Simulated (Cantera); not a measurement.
A Cantera script and its output.

```python
import numpy as np
import cantera as ct

gas = ct.Solution("gri30.yaml")
gas.TPX = 1625, 520000, {'CH3OH': 1, 'O2': 0.789, 'N2': 2.97, 'CO2': 0.31}
reactor = ct.IdealGasConstPressureReactor(gas, energy="on", clone=False)
net = ct.ReactorNet([reactor])
net.rtol, net.atol = 1e-08, 1e-16
show = ['CH3OH', 'O2', 'CO2', 'CH2', 'C2H6']
times = np.geomspace(6e-06, 4, 16)

steps = ct.SolutionArray(gas, extra=["t"])
rows = []
print(f"{'t/s':>10s}{'T/K':>9s}{'P/Pa':>11s}" + "".join(f"{s:>11s}" for s in show))
for t in times:
    while net.time < t:
        t_next = net.step()
        steps.append(gas.state, t=t_next)
    rows.append([np.interp(t, steps.t, y) for y in (steps.T, steps.P, *steps(*show).X.T)])
    print(f"{t:10.3e}{rows[-1][0]:9.1f}{rows[-1][1]:11.4g}" + "".join(f"{x:11.3e}" for x in rows[-1][2:]))
rate = np.gradient(steps.T, steps.t)
print("integrator steps:", len(steps.t))
if steps.T.max() > steps.T[0] + 200:
    print(f"time of steepest temperature rise: {steps.t[rate.argmax()]:.4e} s")
gas.TPX = 1625, 520000, {'CH3OH': 1, 'O2': 0.789, 'N2': 2.97, 'CO2': 0.31}
gas.equilibrate("HP")
print(f"equilibrium (HP): T = {gas.T:.1f} K  " + "  ".join(f"{s} {gas[s].X[0]:.3e}" for s in show))
```

It prints:

```
       t/s      T/K       P/Pa      CH3OH         O2        CO2        CH2       C2H6
 6.000e-06   1630.5    5.2e+05  1.893e-01  1.515e-01  6.093e-02  6.733e-07  9.936e-07
 1.467e-05   2018.6    5.2e+05  2.666e-02  6.390e-02  5.542e-02  1.852e-05  1.575e-06
 3.587e-05   2624.6    5.2e+05  2.714e-13  7.899e-04  6.216e-02  2.398e-12  4.253e-23
 8.769e-05   2675.6    5.2e+05  2.942e-13  3.061e-04  6.248e-02  2.829e-12  9.689e-23
 2.144e-04   2677.8    5.2e+05  2.967e-13  2.841e-04  6.247e-02  2.854e-12  1.041e-22
 5.241e-04   2676.8    5.2e+05  2.980e-13  2.809e-04  6.241e-02  2.854e-12  1.057e-22
 1.281e-03   2675.1    5.2e+05  3.003e-13  2.754e-04  6.232e-02  2.856e-12  1.085e-22
 3.133e-03   2673.8    5.2e+05  3.022e-13  2.713e-04  6.224e-02  2.859e-12  1.109e-22
 7.660e-03   2673.6    5.2e+05  3.024e-13  2.708e-04  6.223e-02  2.860e-12  1.112e-22
 1.873e-02   2673.6    5.2e+05  3.024e-13  2.708e-04  6.223e-02  2.860e-12  1.112e-22
 4.579e-02   2673.6    5.2e+05  3.024e-13  2.708e-04  6.223e-02  2.860e-12  1.112e-22
 1.119e-01   2673.6    5.2e+05  3.024e-13  2.708e-04  6.223e-02  2.860e-12  1.112e-22
 2.737e-01   2673.6    5.2e+05  3.024e-13  2.708e-04  6.223e-02  2.860e-12  1.112e-22
 6.692e-01   2673.6    5.2e+05  3.024e-13  2.708e-04  6.223e-02  2.860e-12  1.112e-22
 1.636e+00   2673.6    5.2e+05  3.024e-13  2.708e-04  6.223e-02  2.860e-12  1.112e-22
 4.000e+00   2673.6    5.2e+05  3.024e-13  2.708e-04  6.223e-02  2.860e-12  1.112e-22
integrator steps: 1690
time of steepest temperature rise: 1.4926e-05 s
equilibrium (HP): T = 2673.6 K  CH3OH 3.111e-13  O2 2.708e-04  CO2 6.223e-02  CH2 3.092e-12  C2H6 1.387e-22
```

Model: GRI-Mech 3.0 (53 species, 325 reactions), integrated in Cantera. GRI-Mech 3.0 was tuned for natural gas; its chemistry of methanol as a main component is partial and can be far from experiment.
